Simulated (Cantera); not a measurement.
What does this Cantera script print?

```python
import numpy as np
import cantera as ct

gas = ct.Solution("gri30.yaml")


def delay(T, t_max=10):
    gas.TPX = T, 1600000, {'H2': 1, 'O2': 0.312, 'N2': 1.17}
    reactor = ct.IdealGasReactor(gas, clone=False)
    net = ct.ReactorNet([reactor])
    net.rtol, net.atol = 1e-8, 1e-16
    while net.time < t_max:
        t_old, T_old = net.time, reactor.T
        net.step()
        if reactor.T > T + 400:  # ignition: a rise of 400 K
            return t_old + (T + 400 - T_old) / (reactor.T - T_old) * (net.time - t_old)
    return np.nan


taus = []
for T in [875, 925, 975, 1025, 1075, 1125, 1175, 1225]:
    taus.append(delay(T))
    print(f"T0 = {T:6g} K   tau = {taus[-1]:.4e} s")
```

Result:

```
T0 =    875 K   tau = 1.2160e-01 s
T0 =    925 K   tau = 3.1053e-02 s
T0 =    975 K   tau = 9.1497e-03 s
T0 =   1025 K   tau = 3.0064e-03 s
T0 =   1075 K   tau = 1.0675e-03 s
T0 =   1125 K   tau = 3.9699e-04 s
T0 =   1175 K   tau = 1.4899e-04 s
T0 =   1225 K   tau = 5.3393e-05 s
```

Cantera simulation using GRI-Mech 3.0 (53 species, 325 reactions); the numbers are that mechanism's predictions, not measurements. The hydrogen kinetics of GRI-Mech 3.0 are dated; newer H2 mechanisms differ, most at raised pressure. The pressure lies above the range GRI-Mech 3.0 was tuned for (to about 10 atm). Below about 950 K walls govern HO2 and H2O2 in real vessels.
